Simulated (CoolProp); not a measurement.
Vapour-liquid equilibrium of chloromethane (R40) (1) + isobutene (2) at 15.5 bar; x and y are mole fractions of (1).

Computed with CoolProp (multi-fluid Helmholtz-energy mixture model, Thol 2014 and Lemmon 2005; pair parameters Bell 2016).

```tsv
x	bubble temperature (K)	y at the bubble point	dew temperature at overall composition x (K)	liquid density (mol/L)
0.05	362.2	___	363.1	8.969
0.15	358.0	0.223	___	9.503
0.25	354.3	0.347	357.2	10.07
0.35	351.1	0.458	354.3	10.68
0.45	348.3	0.557	351.4	11.34
0.55	345.8	0.648	348.5	12.06
0.65	343.5	___	345.7	12.85
0.75	341.4	0.813	343.1	13.72
0.85	339.5	0.890	340.5	14.69
0.95	337.7	0.964	338.0	15.77
```

Complete the blanks.


- 0.05, y at the bubble point: 0.080
- 0.15, dew temperature at overall composition x (K): 360.2
- 0.65, y at the bubble point: 0.733

No azeotrope shows between x = 0.05 and 0.95.

Pair parameters are fitted to limited data, so mixtures are less certain than the pure fluids.
